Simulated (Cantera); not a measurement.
Counterflow diffusion flame

A counterflow diffusion flame at 0.760 bar, nozzles 20 mm apart: fuel side CH4 : N2 = 1 : 0.4 (molar parts) at 598 K, oxidiser side O2 : N2 = 0.18 : 0.82 (molar parts) at 375 K, fuel mass flux 0.69 times the oxidiser's; mixture-averaged transport, no radiation.

Computed with Cantera and GRI-Mech 3.0 (53 species, 325 reactions). GRI-Mech 3.0 has no aromatics or soot, which form on the fuel side of real flames. The maximum strain rate includes the flame's own expansion and is several times the mean. A flux with no burning solution from the previous one only brackets extinction.

```tsv
oxidiser flux (kg/m²/s)	max strain (1/s)	mean strain (1/s)	T max (K)	peak x OH	peak x H	peak x NO	peak x CO	peak x C2H2
0.19	138	35.6	1892	0.00446	0.00296	0.000122	0.0348	0.00611
0.27	191	50.6	1873	0.00433	0.00305	0.000101	0.0351	0.00548
0.39	268	73.1	1851	0.00415	0.00309	7.85e-5	0.0356	0.00480
0.55	370	103	1827	0.00389	0.00306	5.67e-5	0.0363	0.00407
0.79	518	148	1787	0.00340	0.00283	3.25e-5	0.0372	0.00299
```
x: mole fraction; the columns are a selection and need not sum to one.

At the next flux tried, 1.1 kg/m²/s, no burning solution was found from the previous one.
